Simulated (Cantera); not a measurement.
Feed: 1 mol HgO, 0.67 mol O2, 21 mol H2, held at 5.20 bar.

Method: chemical equilibrium by Gibbs-energy minimisation in Cantera with the NASA 1993 tables (ideal gas, pure condensed phases). Candidate condensed phases: H2O, Hg, HgO; 10 gas species. Kinetics and transport are ignored. All values below are at 973 K.

Base state: H2 0.848, H2O 0.106, Hg 0.0455 (mole fractions); condensed: gas only.

Question: What changes in the equilibrium state with this change: O2 from 0.67 to 0.22 mol?

Answer: 
| species | before | after |
|---|---|---|
| H2 | 0.848 | 0.889 |
| H2O | 0.106 | 0.0655 |
| Hg | 0.0455 | 0.0455 |
